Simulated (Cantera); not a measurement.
**Catalytic combustion on Pt**

An isothermal plug-flow reactor at 525 K and 0.987 atm (inlet), inlet velocity 1.2 m/s, active area per volume 2700 1/m; feed 0.261 % H₂, 1.49 % O₂, 98.2 % N₂, equivalence ratio 0.087.

Model: Deutschmann's 1995 Pt surface mechanism with GRI-Mech 3.0 gas chemistry, integrated in Cantera. Catalytic surfaces can have several steady states; this one follows from the mechanism file's or the stated starting coverage. Mass transfer to the wall is taken as infinitely fast.

```csv
z (m),x H₂,x O₂,x H₂O,θ free Pt,θ O*,θ OH*
0.00026,0.000473,0.0139,0.00214,0.0516,0.939,0.00994
0.00055,0.000244,0.0138,0.00237,0.0269,0.966,0.00750
0.0012,0.000117,0.0137,0.00250,0.0129,0.982,0.00533
0.0026,5.49e-5,0.0137,0.00256,0.00609,0.990,0.00370
0.0055,2.61e-5,0.0136,0.00259,0.00291,0.995,0.00258
0.012,1.19e-5,0.0136,0.00260,0.00136,0.997,0.00177
0.026,5.33e-6,0.0136,0.00261,0.000669,0.998,0.00124
```
x: gas mole fraction; θ: surface coverage.
